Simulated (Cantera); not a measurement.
A freely propagating, adiabatic, planar premixed flame of CH4 : O2 : N2 : H2O = 1 : 1.54 : 5.54 : 0.84 (molar parts), unburnt at 525 K and 0.790 bar; mixture-averaged transport, grid criteria slope 0.08 and curve 0.16, no radiation.

Detailed kinetics in Cantera: GRI-Mech 3.0 (53 species, 325 reactions). Burning velocities carry a grid error of a few per cent, more on coarse grids.

Task: Predict: laminar burning velocity; thermal thickness; peak x(C2H2); peak x(H); peak x(CH2CO).

Result: 
| Item | Result |
|---|---|
| laminar burning velocity | 58.8 cm/s |
| thermal thickness | 0.654 mm |
| peak x(C2H2) | 0.000983 |
| peak x(H) | 0.00703 |
| peak x(CH2CO) | 0.000247 |
